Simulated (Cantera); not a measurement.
## Diamond growth

A diamond (100) surface in a fixed gas of H2 with x(CH4) = 0.02, x(CH3) = 3.3e-05, at 1375 K, 0.250 bar; coverages are run to steady state.

Detailed kinetics in Cantera: the Harris–Goodwin 1993 mechanism for the reconstructed diamond (100) surface.

```tsv
x(H)	growth (µm/h)	θ c6HH	θ c6H*	θ c6*H	θ c6**
0.0001	0.0420	0.698	0.0284	0.270	0.00341
0.00022	0.177	0.572	0.0398	0.378	0.00929
0.00049	0.517	0.470	0.0486	0.461	0.0200
0.0011	1.09	0.404	0.0536	0.508	0.0337
0.0024	1.79	0.369	0.0559	0.529	0.0457
0.0052	2.69	0.351	0.0569	0.538	0.0538
0.011	3.94	0.343	0.0576	0.541	0.0585
0.025	5.95	0.338	0.0584	0.542	0.0613
0.056	8.43	0.336	0.0600	0.541	0.0630
```
θ: site fractions in the mechanism's names (c6HH fully hydrogenated, c6H* and c6*H radical sites, c6** diradical, c6HM methylated).
